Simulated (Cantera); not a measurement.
Input (Python, Cantera):

```python
import numpy as np
import cantera as ct

gas = ct.Solution("gri30.yaml")
gas.TPX = 1975, 500000, {'CH4': 1, 'CO2': 3.2, 'H2': 0.41}
inlet = ct.Reservoir(gas, clone=True)

reactor = ct.IdealGasConstPressureReactor(gas, energy="off", clone=False)
exhaust = ct.Reservoir(gas, clone=True)
tau = [0.32, 0.22, 0.16, 0.11, 0.077, 0.054, 0.038, 0.027, 0.019, 0.013, 0.0093][0]
for a, b in ((inlet, reactor), (reactor, exhaust)):
    ct.MassFlowController(a, b, mdot=lambda t: reactor.mass / tau)
net = ct.ReactorNet([reactor])
show = ['CH4', 'CO2', 'H2', 'CH2', 'C2H6', 'O', 'OH']

rows = []
print(f"{'tau/s':>10s}{'T/K':>9s}" + "".join(f"{s:>11s}" for s in show))
for tau in [0.32, 0.22, 0.16, 0.11, 0.077, 0.054, 0.038, 0.027, 0.019, 0.013, 0.0093]:
    net.initial_time = 0.0
    net.advance(30 * tau)
    before = gas.X
    net.advance(40 * tau)
    drift = np.max(np.abs(gas.X - before) / (gas.X + 1e-9))
    rows.append([gas.T, *gas[show].X, drift])
    print(f"{tau:10.3e}{gas.T:9.1f}" + "".join(f"{x:11.3e}" for x in gas[show].X))
```

Output:

```
     tau/s      T/K        CH4        CO2         H2        CH2       C2H6          O         OH
 3.200e-01   1975.0  1.340e-03  1.364e-01  1.633e-01  6.761e-08  1.027e-07  2.985e-08  2.793e-05
 2.200e-01   1975.0  1.826e-03  1.374e-01  1.623e-01  9.410e-08  1.917e-07  2.978e-08  2.806e-05
 1.600e-01   1975.0  2.345e-03  1.387e-01  1.611e-01  1.237e-07  3.182e-07  2.967e-08  2.822e-05
 1.100e-01   1975.0  3.097e-03  1.407e-01  1.593e-01  1.689e-07  5.615e-07  2.943e-08  2.849e-05
 7.700e-02   1975.0  3.972e-03  1.434e-01  1.570e-01  2.252e-07  9.365e-07  2.903e-08  2.885e-05
 5.400e-02   1975.0  5.008e-03  1.471e-01  1.540e-01  2.970e-07  1.516e-06  2.841e-08  2.934e-05
 3.800e-02   1975.0  6.205e-03  1.519e-01  1.503e-01  3.869e-07  2.382e-06  2.754e-08  2.997e-05
 2.700e-02   1975.0  7.541e-03  1.580e-01  1.459e-01  4.960e-07  3.616e-06  2.646e-08  3.075e-05
 1.900e-02   1975.0  9.099e-03  1.661e-01  1.405e-01  6.339e-07  5.442e-06  2.516e-08  3.173e-05
 1.300e-02   1975.0  1.101e-02  1.771e-01  1.339e-01  8.163e-07  8.295e-06  2.361e-08  3.297e-05
 9.300e-03   1975.0  1.292e-02  1.890e-01  1.276e-01  1.008e-06  1.187e-05  2.221e-08  3.418e-05
```

Computed with Cantera and GRI-Mech 3.0 (53 species, 325 reactions).
